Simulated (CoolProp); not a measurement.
Values from CoolProp's reference Helmholtz-energy equation of state, Lemmon 2006. It is a short technical equation, of lower accuracy than the large ones.

Task: For neopentane, give the phase and the speed of sound (m/s), Joule-Thomson coefficient (K/MPa), fugacity coefficient at 550 K and 2 MPa; 550 K and 5.99 MPa; 550 K and 7.32 MPa.

Result: 
- 550 K and 2 MPa: gas; speed of sound 235, Joule-Thomson coefficient 4.24, fugacity coefficient 0.907
- 550 K and 5.99 MPa: supercritical; speed of sound 201, Joule-Thomson coefficient 4.45, fugacity coefficient 0.744
- 550 K and 7.32 MPa: supercritical; speed of sound 202, Joule-Thomson coefficient 3.96, fugacity coefficient 0.699
